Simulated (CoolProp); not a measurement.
Vapour-liquid equilibrium of benzene (1) + toluene (2) at 401.1 K; x and y are mole fractions of (1).

Computed with CoolProp (multi-fluid Helmholtz-energy mixture model, Thol 2012 and Lemmon 2006; pair parameters Bell 2016).

Task: Give the bubble pressure and the first vapour's composition at x = 0.125, 0.275, 0.575. Is there an azeotrope?

Result: x = 0.125: 185.8 kPa, y = 0.231; x = 0.275: 215.0 kPa, y = 0.444; x = 0.575: 274.7 kPa, y = 0.740. No azeotrope shows between x = 0.05 and 0.95.

Pair parameters are fitted to limited data, so mixtures are less certain than the pure fluids.
